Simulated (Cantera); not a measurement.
Feed: 1 mol LiOH, 0.018 mol O2, equilibrated at 0.360 bar.

Method: chemical equilibrium by Gibbs-energy minimisation in Cantera with the NASA 1993 tables (ideal gas, pure condensed phases). Candidate condensed phases: H2O, Li, LiH, LiOH, Li2O; 17 gas species. Mutual solubility and eutectic melting of coexisting phases are not modelled. Condensed phases not in the tables: the peroxide. Kinetics and transport are ignored.

x: gas mole fraction; n: condensed amount in mol.

```csv
T (°C),x H2O,x O2,x LiOH,x Li2(OH)2,n LiOH(l),n Li2O(s)
725,0.491,0.509,2.41e-5,[?],0.965,0.0173
775,0.672,0.328,8.28e-5,[?],0.926,0.0369
825,0.926,0.0737,0.000252,[?],0.548,0.226
875,0.965,0.0347,0.000611,[?],0,0.500
925,0.964,0.0347,0.00135,[?],0,0.500
975,0.962,0.0347,0.00279,[?],0,0.499
1025,0.960,0.0346,0.00543,[?],0,0.498
1075,0.955,0.0346,0.0100,[?],0,0.497
1125,0.947,0.0344,0.0176,[?],0,0.495
1175,0.935,0.0342,0.0297,[?],0,0.492
1225,0.917,0.0339,0.0481,[?],0,0.487
```

Q: Complete the blanks.

A: 
- 725, x Li2(OH)2: 5.72e-6
- 775, x Li2(OH)2: 1.62e-5
- 825, x Li2(OH)2: 4.10e-5
- 875, x Li2(OH)2: 7.40e-5
- 925, x Li2(OH)2: 0.000122
- 975, x Li2(OH)2: 0.000192
- 1025, x Li2(OH)2: 0.000291
- 1075, x Li2(OH)2: 0.000424
- 1125, x Li2(OH)2: 0.000597
- 1175, x Li2(OH)2: 0.000814
- 1225, x Li2(OH)2: 0.00107
